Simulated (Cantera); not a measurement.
Moist CO burnout

A perfectly stirred reactor is fed with CO : O2 : H2O : N2 = 0.0032 : 0.04 : 0.0031 : 1 (molar parts), at 4350 Torr; it is held at 1475 K, and followed from long to short residence time.

Cantera simulation using GRI-Mech 3.0 (53 species, 325 reactions); the numbers are that mechanism's predictions, not measurements.

| τ (s) | x CO | x O2 | x H2O | x CO2 | x OH | x HO2 | x O |
|---|---|---|---|---|---|---|---|
| 4.4 | 5.39e-6 | 0.0368 | 0.00296 | 0.00306 | 7.60e-6 | 3.63e-8 | 6.79e-7 |
| 1.4 | 1.27e-5 | 0.0368 | 0.00296 | 0.00305 | 1.01e-5 | 7.26e-8 | 1.24e-6 |
| 0.46 | 2.84e-5 | 0.0368 | 0.00296 | 0.00303 | 1.36e-5 | 1.50e-7 | 2.34e-6 |
| 0.15 | 6.34e-5 | 0.0368 | 0.00296 | 0.00300 | 1.85e-5 | 3.13e-7 | 4.55e-6 |
| 0.048 | 0.000142 | 0.0368 | 0.00295 | 0.00292 | 2.51e-5 | 6.43e-7 | 9.07e-6 |
| 0.015 | 0.000314 | 0.0369 | 0.00295 | 0.00275 | 3.39e-5 | 1.27e-6 | 1.83e-5 |
| 0.0049 | 0.000644 | 0.0370 | 0.00294 | 0.00242 | 4.43e-5 | 2.24e-6 | 3.49e-5 |
| 0.0016 | 0.00121 | 0.0373 | 0.00293 | 0.00186 | 5.52e-5 | 3.48e-6 | 6.02e-5 |
| 0.00051 | 0.00197 | 0.0376 | 0.00292 | 0.00109 | 6.20e-5 | 4.60e-6 | 8.56e-5 |
| 0.00017 | 0.00263 | 0.0380 | 0.00293 | 0.000425 | 5.38e-5 | 4.69e-6 | 8.00e-5 |
x: mole fraction; the columns are a selection and need not sum to one.
